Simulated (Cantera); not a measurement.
**Equilibrium for metals in furnace atmospheres: Cu + NH3 + H2**

Feed: 1 mol Cu, 13 mol NH3, 25 mol H2, at 1975 K and 1.65 Torr.

Equilibrium computed with Cantera from the NASA thermochemical tables; the gas is ideal and each condensed phase is pure. Candidate condensed phases: Cu; 11 gas species. Rates play no part.

- x(H2): 0.831
- x(N2): 0.123
- x(H): 0.0266
- x(Cu): 0.0190
- gas amount: 52.70 mol
- log10 activity of Cu(l) (absent): -1.91
